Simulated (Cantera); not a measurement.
A perfectly stirred reactor is fed with H2 : O2 : N2 = 0.016 : 1 : 0.6 (molar parts), equivalence ratio 0.0080, at 17.3 Torr; it is held at 1225 K, and followed from long to short residence time.

Cantera simulation using the H2/O2 subset of GRI-Mech 3.0, which has no nitrogen chemistry; the numbers are that mechanism's predictions, not measurements. Radical loss at walls, strong at low pressure, is not modelled.

x: mole fraction; the columns are a selection and need not sum to one.

```
τ (s)        x H2   x O2      x OH   x H2O2      x O    x HO2
-------  --------  -----  --------  -------  -------  -------
0.35      6.93e-5  0.615  0.000456        ?  0.00211  7.69e-7
0.17     0.000105  0.614  0.000560        ?  0.00301  9.36e-7
0.084    0.000161  0.613  0.000675        ?  0.00402  1.11e-6
0.041    0.000255  0.613  0.000808        ?  0.00502  1.28e-6
0.020    0.000420  0.612  0.000961        ?  0.00577  1.46e-6
0.0097   0.000721  0.612   0.00114        ?  0.00610  1.64e-6
0.0047    0.00127  0.612   0.00134        ?  0.00593  1.81e-6
0.0023    0.00223  0.612   0.00152  8.97e-8  0.00525  1.93e-6
0.0011    0.00396  0.614   0.00153  9.54e-8  0.00394  1.94e-6
0.00055   0.00662  0.616   0.00110        ?  0.00209  1.72e-6
```

Task: Fill in the missing entries.

Result: 
- 0.35, x H2O2: 2.56e-8
- 0.17, x H2O2: 2.91e-8
- 0.084, x H2O2: 3.30e-8
- 0.041, x H2O2: 3.82e-8
- 0.020, x H2O2: 4.58e-8
- 0.0097, x H2O2: 5.73e-8
- 0.0047, x H2O2: 7.31e-8
- 0.00055, x H2O2: 6.23e-8
